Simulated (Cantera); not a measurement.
Equilibrium for titanium nitride, carbide and oxide coatings: Ti + CH4

Feed: 1 mol Ti, a varied amount of CH4, equilibrated at 2000 K and 0.980 bar.

Method: chemical equilibrium by Gibbs-energy minimisation in Cantera with the NASA 1993 tables (ideal gas, pure condensed phases). Candidate condensed phases: C, C6H6, C7H8, C8H18, Ti, TiC; 77 gas species. Mutual solubility and eutectic melting of coexisting phases are not modelled. TiC: taken at fixed stoichiometry. Condensed phases not in the tables: N, O or C dissolved in the metal. The numbers say what is thermodynamically allowed, not how fast it happens.

| n(CH4) (mol) | x H2 | x H | x C2H2 (acetylene) | x CH4 | x CH3 | x Ti | x C2H4 | x C4H2 | n Ti(l) | n TiC(s) | n C(graphite) |
|---|---|---|---|---|---|---|---|---|---|---|---|
| 0.97 | 0.998 | 0.00164 | 4.52e-12 | 3.18e-8 | 1.04e-9 | 1.01e-5 | <1e-12 | <1e-12 | 0.0300 | 0.970 | 0 |
| 1.4 | 0.997 | 0.00164 | 0.000766 | 0.000414 | 1.35e-5 | 7.78e-10 | 5.04e-6 | 2.36e-7 | 0 | 1.00 | 0.394 |
| 1.8 | 0.997 | 0.00164 | 0.000766 | 0.000414 | 1.35e-5 | 7.78e-10 | 5.04e-6 | 2.36e-7 | 0 | 1.00 | 0.793 |
| 2.2 | 0.997 | 0.00164 | 0.000766 | 0.000414 | 1.35e-5 | 7.78e-10 | 5.04e-6 | 2.36e-7 | 0 | 1.00 | 1.19 |
| 2.7 | 0.997 | 0.00164 | 0.000766 | 0.000414 | 1.35e-5 | 7.78e-10 | 5.04e-6 | 2.36e-7 | 0 | 1.00 | 1.69 |
| 3.1 | 0.997 | 0.00164 | 0.000766 | 0.000414 | 1.35e-5 | 7.78e-10 | 5.04e-6 | 2.36e-7 | 0 | 1.00 | 2.09 |
| 3.5 | 0.997 | 0.00164 | 0.000766 | 0.000414 | 1.35e-5 | 7.78e-10 | 5.04e-6 | 2.36e-7 | 0 | 1.00 | 2.49 |
| 3.9 | 0.997 | 0.00164 | 0.000766 | 0.000414 | 1.35e-5 | 7.78e-10 | 5.04e-6 | 2.36e-7 | 0 | 1.00 | 2.88 |
| 4.4 | 0.997 | 0.00164 | 0.000766 | 0.000414 | 1.35e-5 | 7.78e-10 | 5.04e-6 | 2.36e-7 | 0 | 1.00 | 3.38 |
| 4.8 | 0.997 | 0.00164 | 0.000766 | 0.000414 | 1.35e-5 | 7.78e-10 | 5.04e-6 | 2.36e-7 | 0 | 1.00 | 3.78 |
| 5.2 | 0.997 | 0.00164 | 0.000766 | 0.000414 | 1.35e-5 | 7.78e-10 | 5.04e-6 | 2.36e-7 | 0 | 1.00 | 4.18 |
| 5.6 | 0.997 | 0.00164 | 0.000766 | 0.000414 | 1.35e-5 | 7.78e-10 | 5.04e-6 | 2.36e-7 | 0 | 1.00 | 4.58 |
x: gas mole fraction; n: condensed amount in mol.

At 0.97 mol CH4 the condensed part is Ti(l) + TiC(s). From 1.4 mol CH4 to 5.6 mol CH4 the condensed part is C(graphite) + TiC(s).
